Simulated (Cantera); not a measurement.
Feed: 1 mol CH₃SiH₃, 1.7 mol HCl, 12 mol H₂, equilibrated at 1.33 mbar.

These are equilibrium values from Cantera (NASA tables, ideal gas, pure condensed phases), not measurements of a reactor. Candidate condensed phases: C, C₆H₆, C₇H₈, C₈H₁₈, Si, SiC; 109 gas species. The feed counts by its element totals alone. Gases not in the tables: Si₂H₆ and higher silanes. The numbers say what is thermodynamically allowed, not how fast it happens.

**Question.** Which condensed phases are stable at each of these points (T (°C)): 1227, 1302, 1377, 1452, 1527, 1602, 1677, 1752, 1827, 1902, 1977, 2052, 2127, 2202?

**Answer.** 
```
T (°C)      condensed phases  Si condensed (%)
------  --------------------  ----------------
1227    C(graphite) + SiC(s)              99.5
1302    C(graphite) + SiC(s)              99.4
1377    C(graphite) + SiC(s)              99.2
1452    C(graphite) + SiC(s)              98.9
1527    C(graphite) + SiC(s)              98.5
1602    C(graphite) + SiC(s)              97.8
1677    C(graphite) + SiC(s)              96.2
1752    C(graphite) + SiC(s)              92.1
1827    C(graphite) + SiC(s)              80.4
1902    C(graphite) + SiC(s)              47.4
1977             C(graphite)               0.0
2052             C(graphite)               0.0
2127             C(graphite)               0.0
2202             C(graphite)               0.0
```

From 1227 °C to 1902 °C the condensed part is C(graphite) + SiC(s). From 1977 °C to 2202 °C the condensed part is C(graphite).
